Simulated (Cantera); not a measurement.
**Moist CO burnout**

A perfectly stirred reactor is fed with 0.128 % CO, 1.09 % O2, 0.0109 % H2O, 98.8 % N2, at 0.178 atm; it is held at 1425 K, and followed from long to short residence time.

Cantera simulation using GRI-Mech 3.0 (53 species, 325 reactions); the numbers are that mechanism's predictions, not measurements.

```csv
τ (s),x CO,x O2,x H2O,x NO,x O,x NO2,x H2
1.7,9.57e-5,0.0102,9.79e-5,2.05e-6,0.000116,1.71e-9,5.52e-7
0.63,0.000183,0.0102,9.30e-5,1.33e-6,0.000200,9.41e-10,8.96e-7
0.23,0.000344,0.0102,8.71e-5,7.32e-7,0.000305,4.56e-10,1.26e-6
0.086,0.000609,0.0104,8.49e-5,2.86e-7,0.000353,1.72e-10,1.36e-6
0.032,0.000961,0.0106,9.24e-5,4.37e-8,0.000235,3.00e-11,8.86e-7
0.012,0.00124,0.0108,0.000105,5.94e-10,3.76e-5,<1e-12,1.10e-7
0.0043,0.00128,0.0109,0.000109,<1e-12,1.35e-8,<1e-12,5.81e-12
0.0016,0.00128,0.0109,0.000109,<1e-12,4.04e-9,<1e-12,<1e-12
```
x: mole fraction; the columns are a selection and need not sum to one.
